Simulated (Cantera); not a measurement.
A closed system holds: 1 mol SiH₂Cl₂, 4.6 mol NH₃, held at 1975 K and 1.70 mbar.

Cantera equilibrium calculation (NASA polynomials, part measured and part estimated; ideal gas, pure solids and liquids). The tables' values for SiCl, SiN, SiCl₃ are old estimates; treat these amounts as uncertain. Gases not in the tables: Si₂H₆ and higher silanes. Kinetics and transport are ignored.

| species | before | after |
|---|---|---|
| H₂ | 0.620 | 0.418 |
| SiCl₂ | 0.0356 | 0.261 |
| HCl | 0.0946 | 0.210 |
| N₂ | 0.198 | 0.0525 |
| H | 0.0261 | 0.0214 |
| Si | 0.0190 | 0.0190 |
| SiCl₃ | 4.44e-5 | 0.000879 |
| SiCl | 0.00316 | 0.00856 |
| Cl | 0.00298 | 0.00807 |
| Si₂N | 0.000130 | 6.68e-5 |
| SiN | 9.65e-5 | 4.97e-5 |
| SiH₂ | 5.70e-5 | 3.84e-5 |
| Si(l), mol | 0.312 | 0.227 |
Gas species are given as mole fractions.

Q: Which change was made?
A) pressure from 1.70 mbar to 13.3 mbar
B) NH₃ from 4.6 to 0.28 mol
C) NH₃ from 4.6 to 27 mol
D) temperature from 1975 K to 1575 K

A: B, NH₃ from 4.6 to 0.28 mol. The tables' values for SiCl, SiCl₃, SiN are old estimates; treat these amounts as uncertain
